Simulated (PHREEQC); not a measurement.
A solution holds 0.016 mol/kgw BaCl2, 0.0059 mol/kgw NaCl and 0.19 mol/kgw Zn(NO3)2, at 25 °C. Closed to the air; pH follows from the charge balance.

The numbers come from PHREEQC with the ion-association model, phreeqc.dat.

Precipitation was switched off in this run.

Task: Predict the pH, specific conductance.

Result: pH 5.12; specific conductance 31200 µS/cm.

Task: In which forms is Cl present?

Result: Cl- 91 %, ZnCl+ 9.1 % of the Cl.
